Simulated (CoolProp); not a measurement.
Vapour-liquid equilibrium of acetone (1) + cyclohexane (2) at 25.25 °C; x and y are mole fractions of (1).

The numbers come from the multi-fluid Helmholtz-energy mixture model, Lemmon 2006 and Zhou 2014; pair parameters Bell 2016 in CoolProp.

Task: Give the bubble pressure and the first vapour's composition at x = 0.5, 0.8, 0.95. Is there an azeotrope?

Result: x = 0.5: 34.42 kPa, y = 0.682; x = 0.8: 34.75 kPa, y = 0.761; x = 0.95: 32.70 kPa, y = 0.907. y crosses x between x = 0.65 and 0.8: the model has an azeotrope there.

The pair parameters rest on a limited set of measurements; away from them the model extrapolates. With so large a gap from Raoult's law the liquid may split in two, which this calculation doesn't test in full.
